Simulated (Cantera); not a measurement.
Source: NASA polynomial tables (part measured, part estimated), evaluated in Cantera. Values are per mole of reaction as written; species without (g) are pure solids or liquids, kept so even where they would boil at 1 bar.

HCl(g) + TiCl3(g) → H(g) + TiCl4

```csv
T (K),ΔH° (kJ),ΔS° (J/K),ΔG° (kJ),log10 K
350,(withheld),(withheld),(withheld),(withheld)
375,50.2,-122.4,96.1,-13.39
400,51.7,-118.5,99.1,-12.94
425,(withheld),(withheld),(withheld),(withheld)
450,54.6,-111.7,104.9,-12.17
475,56.1,-108.6,107.6,-11.84
500,(withheld),(withheld),(withheld),(withheld)
525,58.9,-102.9,112.9,-11.23
550,(withheld),(withheld),(withheld),(withheld)
```

Q: Some entries are withheld; supply them.

A: 
- 350, ΔH° (kJ): 48.7
- 350, ΔS° (J/K): -126.6
- 350, ΔG° (kJ): 93.0
- 350, log10 K: -13.88
- 425, ΔH° (kJ): 53.2
- 425, ΔS° (J/K): -115.0
- 425, ΔG° (kJ): 102.0
- 425, log10 K: -12.54
- 500, ΔH° (kJ): 57.5
- 500, ΔS° (J/K): -105.6
- 500, ΔG° (kJ): 110.3
- 500, log10 K: -11.52
- 550, ΔH° (kJ): 60.3
- 550, ΔS° (J/K): -100.3
- 550, ΔG° (kJ): 115.5
- 550, log10 K: -10.96
